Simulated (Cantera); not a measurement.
## Moist CO burnout

An isothermal, constant-pressure homogeneous reactor starts with CO : O₂ : H₂O : N₂ = 0.0014 : 0.032 : 0.0062 : 1 (molar parts), equivalence ratio 0.022, at 1275 K and 2.10 bar.

Cantera simulation using GRI-Mech 3.0 (53 species, 325 reactions); the numbers are that mechanism's predictions, not measurements.

```tsv
t (s)	x CO	x O₂	x H₂O	x NO	x HO₂	x NO₂
0.000200	0.00135	0.0308	0.00596	<1e-12	3.54e-10	<1e-12
0.000434	0.00135	0.0308	0.00596	<1e-12	2.01e-9	<1e-12
0.000941	0.00135	0.0308	0.00596	<1e-12	2.37e-8	<1e-12
0.00204	0.00134	0.0308	0.00596	1.08e-12	1.16e-6	<1e-12
0.00443	0.000913	0.0305	0.00594	1.38e-9	2.95e-6	3.19e-11
0.00960	0.000369	0.0303	0.00595	6.38e-9	1.59e-6	2.15e-10
0.0208	0.000107	0.0302	0.00596	1.18e-8	5.82e-7	5.06e-10
0.0452	2.33e-5	0.0301	0.00596	1.57e-8	1.52e-7	6.15e-10
0.0980	4.17e-6	0.0301	0.00597	1.80e-8	3.26e-8	4.46e-10
0.213	6.04e-7	0.0301	0.00597	1.92e-8	7.41e-9	2.43e-10
0.461	5.54e-8	0.0301	0.00597	1.98e-8	2.90e-9	1.50e-10
1.00	1.91e-9	0.0301	0.00597	2.00e-8	2.16e-9	1.34e-10
```
x: mole fraction; the columns are a selection and need not sum to one.

Equilibrium at this temperature and pressure: CO 4.96e-10, O₂ 0.0301, H₂O 0.00597, NO 0.000141, HO₂ 2.01e-9, NO₂ 9.27e-7 (gas phase only).
